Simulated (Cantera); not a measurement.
Input: 1 mol CH3F, 1.1 mol Si, held at 850 °C and 770 Pa.

Method: chemical equilibrium by Gibbs-energy minimisation in Cantera with the NASA 1993 tables (ideal gas, pure condensed phases). Candidate condensed phases: C, C6H6, C7H8, C8H18, Si, SiC; 113 gas species. The tables' values for SiF3 are old estimates; treat these amounts as uncertain. Kinetics and transport are ignored.

Base state: H2 0.856, SiF4 0.141, HF 0.00126, SiHF3 0.00125, SiF3 0.000448, CH4 0.000165 (mole fractions); condensed: C(graphite) + SiC(s).

Question: What changes in the equilibrium state with this change: Si from 1.1 to 0.034 mol?

Answer: 
```tsv
species	before	after
H2	0.856	0.543
HF	0.00126	0.440
SiF4	0.141	0.0173
SiHF3	0.00125	2.77e-7
SiF3	0.000448	1.25e-7
C(graphite), mol	0.150	1.000
SiC(s), mol	0.850	0
```

Question: What changes in the equilibrium state with this change: pressure from 770 Pa to 10000 Pa?

Answer: 
```json
[
 {"species": "H2", "before": "0.856", "after": "0.853"},
 {"species": "SiF4", "before": "0.141", "after": "0.141"},
 {"species": "SiHF3", "before": "0.00125", "after": "0.00237"},
 {"species": "CH4", "before": "0.000165", "after": "0.00214"},
 {"species": "SiH2F2", "before": "5.56e-6", "after": "2.00e-5"},
 {"species": "HF", "before": "0.00126", "after": "0.000660"},
 {"species": "SiF3", "before": "0.000448", "after": "0.000236"},
 {"species": "C(graphite), mol", "before": "0.150", "after": "0.147"},
 {"species": "SiC(s), mol", "before": "0.850", "after": "0.849"}
]
```
